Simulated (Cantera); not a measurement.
Standard-state values (1 bar) from the NASA 1993 polynomials, evaluated with Cantera. Values are per mole of reaction as written; species without (g) are pure solids or liquids, kept so even where they would boil at 1 bar.

Hg + Br₂(g) = HgBr₂, with ΔH° = -200.3 kJ and ΔS° = -151.1 J/K at 300 K.

Problem. How far is the shortcut ΔG° ≈ ΔH°(300 K) − T·ΔS°(300 K) from the full temperature-dependent value at 375, 400, 425, 450, 475 K?

Solution. 
```tsv
T (K)	shortcut (kJ)	full (kJ)	difference (kJ)	difference in log10 K
375	-143.7	-143.8	0.1	-0.01
400	-139.9	-140.1	0.2	-0.02
425	-136.1	-136.4	0.3	-0.04
450	-132.3	-132.8	0.4	-0.05
475	-128.6	-129.1	0.6	-0.06
```
The shortcut ignores the heat-capacity change of the reaction.
